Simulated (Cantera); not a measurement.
A closed system holds: 1 mol MgCO3, 0.39 mol SO2, 0.057 mol CO2, 1.8 mol SO3, at 27.0 mbar.

Cantera equilibrium calculation (NASA polynomials, part measured and part estimated; ideal gas, pure solids and liquids). Candidate condensed phases: C, Mg, MgCO3, MgO, MgS, MgSO4, S; 26 gas species. Equilibrium is a limit: real reactors are often held back by kinetics, nucleation or transport.

Problem. Which condensed phases are stable at each of these points (T (°C)): 427, 527, 627, 727, 827, 927, 1027, 1127?

Solution. 
```json
[
 {"T (°C)": "427", "condensed phases": "MgSO4(s)", "Mg condensed (%)": "100.0"},
 {"T (°C)": "527", "condensed phases": "MgSO4(s)", "Mg condensed (%)": "100.0"},
 {"T (°C)": "627", "condensed phases": "MgSO4(s)", "Mg condensed (%)": "100.0"},
 {"T (°C)": "727", "condensed phases": "MgSO4(s)", "Mg condensed (%)": "100.0"},
 {"T (°C)": "827", "condensed phases": "MgSO4(s)", "Mg condensed (%)": "100.0"},
 {"T (°C)": "927", "condensed phases": "MgO(s)", "Mg condensed (%)": "100.0"},
 {"T (°C)": "1027", "condensed phases": "MgO(s)", "Mg condensed (%)": "100.0"},
 {"T (°C)": "1127", "condensed phases": "MgO(s)", "Mg condensed (%)": "100.0"}
]
```

From 427 °C to 827 °C the condensed part is MgSO4(s). From 927 °C to 1127 °C the condensed part is MgO(s).
